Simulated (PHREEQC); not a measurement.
1 kg of water holding 0.52 mol MgCl2, 0.017 mol MgSO4 and 0.35 mol NaCl is evaporated at 90 °C; the solids stay in contact with the brine. The system is closed to CO2. Solids allowed: Bischofite, Bloedite, Brucite, Epsomite, Halite, Hexahydrite, Kieserite, Mirabilite, Thenardite, MgCl2_4H2O. Others were left out.

Model: Pitzer model, pitzer.dat, run in PHREEQC.

```json
[
 {"water left (kg)": "1", "ionic strength": "1.98", "water activity": "0.962", "Halite (mol)": "0", "S in solution (mol/kgw)": "0.0170", "Mg in solution (mol/kgw)": "0.537", "Cl in solution (mol/kgw)": "1.39"},
 {"water left (kg)": "0.6755", "ionic strength": "2.93", "water activity": "0.940", "Halite (mol)": "0", "S in solution (mol/kgw)": "0.0252", "Mg in solution (mol/kgw)": "0.795", "Cl in solution (mol/kgw)": "2.06"},
 {"water left (kg)": "0.5552", "ionic strength": "3.56", "water activity": "0.924", "Halite (mol)": "0", "S in solution (mol/kgw)": "0.0306", "Mg in solution (mol/kgw)": "0.967", "Cl in solution (mol/kgw)": "2.50"},
 {"water left (kg)": "0.4563", "ionic strength": "4.33", "water activity": "0.902", "Halite (mol)": "0", "S in solution (mol/kgw)": "0.0373", "Mg in solution (mol/kgw)": "1.18", "Cl in solution (mol/kgw)": "3.05"},
 {"water left (kg)": "0.3082", "ionic strength": "6.42", "water activity": "0.835", "Halite (mol)": "0", "S in solution (mol/kgw)": "0.0552", "Mg in solution (mol/kgw)": "1.74", "Cl in solution (mol/kgw)": "4.51"},
 {"water left (kg)": "0.2082", "ionic strength": "9.50", "water activity": "0.718", "Halite (mol)": "0", "S in solution (mol/kgw)": "0.0816", "Mg in solution (mol/kgw)": "2.58", "Cl in solution (mol/kgw)": "6.68"},
 {"water left (kg)": "0.1711", "ionic strength": "11.3", "water activity": "0.645", "Halite (mol)": "0.0373", "S in solution (mol/kgw)": "0.0993", "Mg in solution (mol/kgw)": "3.14", "Cl in solution (mol/kgw)": "7.90"},
 {"water left (kg)": "0.1407", "ionic strength": "12.7", "water activity": "0.599", "Halite (mol)": "0.185", "S in solution (mol/kgw)": "0.121", "Mg in solution (mol/kgw)": "3.82", "Cl in solution (mol/kgw)": "8.57"},
 {"water left (kg)": "0.09502", "ionic strength": "17.4", "water activity": "0.424", "Halite (mol)": "0.324", "S in solution (mol/kgw)": "0.179", "Mg in solution (mol/kgw)": "5.65", "Cl in solution (mol/kgw)": "11.2"}
]
```

Halite from water left = 0.1711 kg.

Complexes and solids missing from the database can't appear. At this temperature some constants are extrapolated from 25 °C, and those without enthalpy data are left unchanged.
